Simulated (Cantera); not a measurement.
Ignition delay

Mixture: 9.38 % CH₃OH, 15.3 % O₂, 57.5 % N₂, 17.8 % CO₂, at 1130 Torr, adiabatic and at constant volume. Ignition delay is the time to a rise of 400 K.

Detailed kinetics in Cantera: GRI-Mech 3.0 (53 species, 325 reactions). GRI-Mech 3.0 was tuned for natural gas; its chemistry of methanol as a main component is partial and can be far from experiment.

```tsv
T0 (K)	delay (ms)
1225	4.48
1300	1.49
1375	0.570
1450	0.249
1525	0.121
1600	0.0648
1675	0.0372
1750	0.0227
```

```json
{
  "apparent activation energy between 1600 and 1750 K": "160 kJ/mol"
}
```
